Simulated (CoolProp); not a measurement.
The numbers come from the reference Helmholtz-energy equation of state, Gao 2022 in CoolProp.

Question: Give the vapour pressure (MPa), liquid density (kg/m³), vapour density (kg/m³), enthalpy of vaporisation (kJ/kg) of saturated n-perfluorobutane at 44.65, 70.05 °C.

Answer: 
| T (°C) | p (MPa) | liquid density (kg/m³) | vapour density (kg/m³) | enthalpy of vaporisation (kJ/kg) |
|---|---|---|---|---|
| 44.65 | 0.480 | 1410 | 50.9 | 80.1 |
| 70.05 | 0.919 | 1290 | 102 | 67.2 |
